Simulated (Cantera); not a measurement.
Input: 1 mol PbO, 2200 mol H2, 7.2 mol H2O, held at 1625 K and 18.0 Pa.

These are equilibrium values from Cantera (NASA tables, ideal gas, pure condensed phases), not measurements of a reactor. Candidate condensed phases: H2O, Pb, PbO, PbO2, Pb3O4; 12 gas species. Equilibrium is a limit: real reactors are often held back by kinetics, nucleation or transport.

Base state: H2 0.991, H 0.00523, H2O 0.00370, Pb 0.000452 (mole fractions); condensed: gas only.

Question: What changes in the equilibrium state with this change: temperature from 1625 K to 1648.15 K?

Answer: 
```
species    before     after
-------  --------  --------
H2          0.991     0.989
H         0.00523   0.00661
H2O       0.00370   0.00370
Pb       0.000452  0.000451
```

Question: What changes in the equilibrium state with this change: pressure from 18.0 Pa to 2.40 mbar?

Answer: 
```
species    before     after
-------  --------  --------
H2          0.991     0.994
H2O       0.00370   0.00371
H         0.00523   0.00144
Pb       0.000452  0.000453
```

Question: What changes in the equilibrium state with this change: temperature from 1625 K to 1525 K?

Answer: 
```tsv
species	before	after
H2	0.991	0.994
H2O	0.00370	0.00371
H	0.00523	0.00176
Pb	0.000452	0.000452
```
